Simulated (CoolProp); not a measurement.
Model: reference Helmholtz-energy equation of state, Gao 2020, in CoolProp.

### Question
Give the vapour pressure (MPa), liquid density (kg/m³), vapour density (kg/m³), enthalpy of vaporisation (kJ/kg) of saturated ammonia at 72.85 °C.

### Answer
```csv
T (°C),p (MPa),liquid density (kg/m³),vapour density (kg/m³),enthalpy of vaporisation (kJ/kg)
72.85,3.53,521,28.4,921
```
